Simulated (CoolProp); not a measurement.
Vapour pressure (MPa) of R1224YDZ: the reference equation beside estimates from Tc = 428.7 K, pc = 3.334 MPa, ω = 0.325. Clausius-Clapeyron is anchored at 254.1 K with a constant enthalpy of vaporisation of 27.48 kJ/mol.

The numbers come from the reference Helmholtz-energy equation of state, Akasaka 2023 in CoolProp.

```csv
T (K),reference,Clausius-Clapeyron,van der Waals,Peng-Robinson
251.2,0.01897,0.01904,0.2523,0.01962
254.1,0.02212,0.02212,0.2699,0.02279
257.1,0.02582,0.02575,0.2889,0.02649
260,0.02985,0.02972,0.3081,0.03053
263,0.03455,0.03435,0.3289,0.03522
265.9,0.03964,0.03940,0.3499,0.04029
268.8,0.04531,0.04505,0.3718,0.04593
271.8,0.05185,0.05160,0.3954,0.05243
274.7,0.05887,0.05867,0.4191,0.05939
277.6,0.06663,0.06653,0.4437,0.06708
```

Absolute difference from the reference over all 10 rows, mean and median: Clausius-Clapeyron 0.4 and 0.4 %, van der Waals 849.7 and 817.3 %, Peng-Robinson 1.9 and 1.8 %.
